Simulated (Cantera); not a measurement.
Cantera with NASA thermochemical tables; ideal gases at 1 bar, condensed phases pure. Values are per mole of reaction as written; species without (g) are pure solids or liquids, kept so even where they would boil at 1 bar. The tables' values for C2F4 are old estimates.

Between 2075 and 2375 K, where is each reaction favourable under standard conditions?
- 2 CuF2(g) + 2 C ⇌ 2 Cu + C2F4(g)


- 2 CuF2(g) + 2 C ⇌ 2 Cu + C2F4(g): ΔG° is 191 kJ at 2075 K and 226 kJ at 2375 K; it stays positive (K < 1). ΔH° is -49 kJ and ΔS° -116 J/K at 2375 K.
